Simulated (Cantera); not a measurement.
An adiabatic, constant-volume homogeneous reactor starts with 6.03 % CH4, 19.8 % O2, 74.2 % N2, at 1323 K and 5.00 bar.

Detailed kinetics in Cantera: GRI-Mech 3.0 (53 species, 325 reactions).

Predict: time of steepest temperature rise; temperature at 0.600 s; equilibrium temperature; x(O2) at 0.600 s; x(CO2) at 0.600 s; x(N2O) at 0.600 s; x(CO) at 0.600 s.


```json
{
  "time_of_steepest_temperature_rise": "1.68 ms",
  "temperature at 0.600 s": "2685 K",
  "equilibrium_temperature": "2685 K",
  "x(O2) at 0.600 s": "0.0679 (gas-phase equilibrium 0.0679)",
  "x(CO2) at 0.600 s": "0.0539 (gas-phase equilibrium 0.0539)",
  "x(N2O) at 0.600 s": "2.92e-6 (gas-phase equilibrium 2.92e-6)",
  "x(CO) at 0.600 s": "0.00594 (gas-phase equilibrium 0.00594)"
}
```
